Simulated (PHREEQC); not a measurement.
Metal-bearing waste water: speciation

Make-up at 25 °C: 0.058 mol CdCl2, 0.0014 mol NiCl2, 6.4e-05 mol NaF and 0.0029 mol NaCl per kg of water. Closed to the air; pH follows from the charge balance.

All values are PHREEQC results (ion-association model, wateq4f.dat), not measurements.

No solid was allowed to form.

**Question.** Estimate the pH, ionic strength.

**Answer.** pH 5.50; ionic strength 0.0868 mol/kgw.

**Question.** In which forms is F present?

**Answer.** F- 92 %, CdF+ 6.3 %, NiF+ 0.9 % of the F.
